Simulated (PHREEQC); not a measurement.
A PHREEQC input (ion-association model, phreeqc.dat):

```
SOLUTION 1
  temp 20
  units mg/L
  pH 6.66
  pe 11.2
  Na 68.7
  K 3.62
  Ca 57.7
  Mg 16.9
  Cl 67.3
  S(6) 81.8 as SO4
  Alkalinity 210 as HCO3 charge
  Zn 0.501
  Li 0.0103
  Br 0.71
  Cd 9.92
END
USE solution 1
EQUILIBRIUM_PHASES 1
  Quartz 0 0.5
  CO2(g) -3.4 10
END
```

It stops with these messages:

```
ERROR: Alkalinity cannot be used with charge balance or solution phase boundary constraints.
ERROR: Program terminating due to input errors.
```

The fault: charge balance asked on alkalinity. The line should read `as HCO3` where the input has `as HCO3 charge`. With the mend the run ends at pH 8.63 and ionic strength 0.00956 mol/kgw.
